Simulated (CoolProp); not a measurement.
Vapour-liquid equilibrium of cyclopentane (1) + ethanol (2) at 447.8 K; x and y are mole fractions of (1).

Model: multi-fluid Helmholtz-energy mixture model, Gedanitz 2015 and Schroeder 2014; pair parameters Bell 2016, in CoolProp.

Problem. Give the bubble pressure and the first vapour's composition at x = 0.15, 0.75, 0.95. Is there an azeotrope?

Solution. x = 0.15: 2.099 MPa, y = 0.256; x = 0.75: 2.559 MPa, y = 0.653; x = 0.95: 2.081 MPa, y = 0.863. y crosses x between x = 0.55 and 0.65: the model has an azeotrope there.

The pair parameters rest on a limited set of measurements; away from them the model extrapolates.
